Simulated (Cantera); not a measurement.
What does this Cantera script print?

```python
import numpy as np
import cantera as ct

gas_names = [...]  # 76 gases of nasa_gas.yaml made of C, H
cond_names = """
    C(gr) C6H6(L) C7H8(L) C8H18(L),n-octa
""".split()


# ... load() reads the species with a 1 bar reference pressure and builds the phases ...
atoms = {
    'toluene': {'C': 7, 'H': 8},
    'H2': {'H': 2},
}
top_T = {'C(gr)': 4500}  # K; cautious upper limits of use, not melting points


# ... equilibrate(T, P, feed) seeds the gas with the atoms and calls Mixture.equilibrate('TP', solver="vcs", rtol=1e-11, max_steps=5000) ...
results = []
feed = {'toluene': 1, 'H2': 37}  # mol
T = 1375  # K
P = 120000  # Pa
mix = equilibrate(T, P, feed)
results.append((T, P, feed, dict(zip(mix.species_names, mix.species_moles))))
x = sorted(zip(gas.X, gas.species_names), reverse=True)
print(f"T = {T:g} K  P = {P:g} Pa  gas = {mix.phase_moles(0):.4g} mol")
print("   x: " + "  ".join(f"{s} {v:.3e}" for v, s in x if v > 1e-05))
print("   condensed (mol): " + ("  ".join(f"{mix.phase(i).name} {mix.phase_moles(i):.4g}"
      for i in range(1, mix.n_phases) if mix.phase_moles(i) > 1e-12) or "none"))
```

It prints:

```
T = 1375 K  P = 120000 Pa  gas = 40.76 mol
   x: H2 9.941e-01  CH4 5.902e-03
   condensed (mol): C(gr) 6.759
```

Method: chemical equilibrium by Gibbs-energy minimisation in Cantera with the NASA 1993 tables (ideal gas, pure condensed phases).
